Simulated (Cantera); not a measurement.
## Counterflow diffusion flame

A counterflow diffusion flame at 300 Torr, nozzles 20 mm apart: fuel side CH4 : C2H6 : N2 = 1 : 0.057 : 0.35 (molar parts) at 400 K, oxidiser side O2 : N2 = 0.24 : 0.76 (molar parts) at 625 K, fuel mass flux 0.83 times the oxidiser's; mixture-averaged transport, no radiation.

Model: GRI-Mech 3.0 (53 species, 325 reactions), integrated in Cantera. GRI-Mech 3.0 has no aromatics or soot, which form on the fuel side of real flames. The maximum strain rate includes the flame's own expansion and is several times the mean.

```json
[
 {"oxidiser flux (kg/m²/s)": "0.1", "max strain (1/s)": "201", "mean strain (1/s)": "40.0", "T max (K)": "2144", "peak x OH": "0.0116", "peak x H": "0.00812", "peak x NO": "0.000315", "peak x CO": "0.0727", "peak x C2H2": "0.0174"},
 {"oxidiser flux (kg/m²/s)": "0.16", "max strain (1/s)": "303", "mean strain (1/s)": "64.1", "T max (K)": "2120", "peak x OH": "0.0112", "peak x H": "0.00847", "peak x NO": "0.000270", "peak x CO": "0.0711", "peak x C2H2": "0.0165"},
 {"oxidiser flux (kg/m²/s)": "0.25", "max strain (1/s)": "452", "mean strain (1/s)": "100", "T max (K)": "2099", "peak x OH": "0.0109", "peak x H": "0.00877", "peak x NO": "0.000226", "peak x CO": "0.0699", "peak x C2H2": "0.0155"},
 {"oxidiser flux (kg/m²/s)": "0.39", "max strain (1/s)": "677", "mean strain (1/s)": "156", "T max (K)": "2078", "peak x OH": "0.0105", "peak x H": "0.00898", "peak x NO": "0.000180", "peak x CO": "0.0693", "peak x C2H2": "0.0143"},
 {"oxidiser flux (kg/m²/s)": "0.61", "max strain (1/s)": "1020", "mean strain (1/s)": "244", "T max (K)": "2049", "peak x OH": "0.00980", "peak x H": "0.00894", "peak x NO": "0.000131", "peak x CO": "0.0689", "peak x C2H2": "0.0125"},
 {"oxidiser flux (kg/m²/s)": "0.95", "max strain (1/s)": "1520", "mean strain (1/s)": "380", "T max (K)": "2007", "peak x OH": "0.00879", "peak x H": "0.00848", "peak x NO": "8.08e-5", "peak x CO": "0.0690", "peak x C2H2": "0.0100"},
 {"oxidiser flux (kg/m²/s)": "1.5", "max strain (1/s)": "2290", "mean strain (1/s)": "601", "T max (K)": "1936", "peak x OH": "0.00705", "peak x H": "0.00705", "peak x NO": "3.36e-5", "peak x CO": "0.0690", "peak x C2H2": "0.00627"}
]
```
x: mole fraction; the columns are a selection and need not sum to one.
